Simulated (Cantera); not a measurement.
Feed: 1 mol SiH₂Cl₂, 0.14 mol O₃, held at 477 °C and 75.0 Torr.

Method: chemical equilibrium by Gibbs-energy minimisation in Cantera with the NASA 1993 tables (ideal gas, pure condensed phases). Candidate condensed phases: H₂O, Si, SiO₂; 30 gas species. The tables' values for SiCl₃ are old estimates; treat these amounts as uncertain. Kinetics and transport are ignored.

Base state: H₂ 0.644, SiCl₄ 0.289, SiHCl₃ 0.0645, HCl 0.00131, SiH₂Cl₂ 0.00106, SiCl₃ 6.00e-5 (mole fractions); condensed: Si(s) + SiO₂(α-quartz).

Question: What changes in the equilibrium state with this change: temperature from 477 °C to 700 °C?

Answer: 
```
species               before     after
-------------------  -------  --------
H₂                     0.644     0.634
SiCl₄                  0.289     0.286
SiHCl₃                0.0645    0.0578
HCl                  0.00131    0.0176
SiCl₂                2.30e-6  0.000785
SiCl₃                6.00e-5   0.00280
Si(s), mol             0.266     0.273
SiO₂(α-quartz), mol    0.210         0
SiO₂(β-quartz), mol        0     0.210
```
